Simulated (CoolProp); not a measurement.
A simple Rankine cycle with R236EA: condensing at 323.15 K, boiler at 1.68 MPa, turbine inlet 391.2 K, turbine efficiency 0.75, pump efficiency 0.6, no recuperator. Each further row changes one setting.

The numbers come from the reference Helmholtz-energy equation of state, Rui 2013 in CoolProp.

```tsv
case	thermal efficiency (%)	net work (kJ/kg)	heat in (kJ/kg)	turbine exit temperature (K)	volume ratio over the turbine
as stated	8.0	15.2	191	358.4	4.15
turbine inlet 411.2 K	7.9	16.9	215	380.5	3.98
condensing temperature 315.15 K	9.1	18.3	201	___	5.29
boiler pressure 1.18 MPa	6.1	12.2	199	369.7	2.72
turbine efficiency 0.65	6.8	___	191	___	4.19
```

Task: Some entries are withheld; supply them.

Result: 
- condensing temperature 315.15 K, turbine exit temperature (K): 353.8
- turbine efficiency 0.65, net work (kJ/kg): 13.0
- turbine efficiency 0.65, turbine exit temperature (K): 360.7
